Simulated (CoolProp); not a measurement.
Vapour-liquid equilibrium of hydrogen chloride (1) + n-butane (2) at 0.533 MPa; x and y are mole fractions of (1).

Model: multi-fluid Helmholtz-energy mixture model, Thol 2018 and Bücker 2006; pair parameters Bell 2016, in CoolProp.

### Question
Give the bubble temperature and the first vapour's composition at x = 0.05, 0.2, 0.5. Is there an azeotrope?

### Answer
x = 0.05: 25.6 °C, y = 0.525; x = 0.2: -21.0 °C, y = 0.922; x = 0.5: -40.7 °C, y = 0.975. No azeotrope shows between x = 0.05 and 0.95.

Pair parameters are fitted to limited data, so mixtures are less certain than the pure fluids. With so large a gap from Raoult's law the liquid may split in two, which this calculation doesn't test in full.
